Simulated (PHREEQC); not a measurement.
A solution holds 0.245 mol Na2SO4, 0.057 mol MgSO4 and 0.44 mol KBr per kg of water, at 20 °C. Closed to the air; pH follows from the charge balance.

The numbers come from PHREEQC with the Pitzer model, pitzer.dat.

No solid was allowed to form.

Question: What activity of water, density does the model give?

Answer: activity of water 0.976; density 1.071 g/cm³.

Species that the database lacks are ignored.
